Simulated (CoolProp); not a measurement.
Vapour-liquid equilibrium of CF4 (R14) (1) + CHF3 (R23) (2) at 5.06 bar; x and y are mole fractions of (1).

Model: multi-fluid Helmholtz-energy mixture model, Platzer 1990 and Penoncello 2003; pair parameters Bell 2016, in CoolProp. This equation is an older, rougher fit; its heat capacities, sound speeds and derivatives of the liquid may be far off and weren't checked against measurements.

Question: Give the bubble temperature and the first vapour's composition at x = 0.05, 0.65, 0.8. Is there an azeotrope?

Answer: x = 0.05: -63.1 °C, y = 0.461; x = 0.65: -96.4 °C, y = 0.936; x = 0.8: -97.7 °C, y = 0.951. No azeotrope shows between x = 0.05 and 0.95.

Pair parameters are fitted to limited data, so mixtures are less certain than the pure fluids. With so large a gap from Raoult's law the liquid may split in two, which this calculation doesn't test in full.
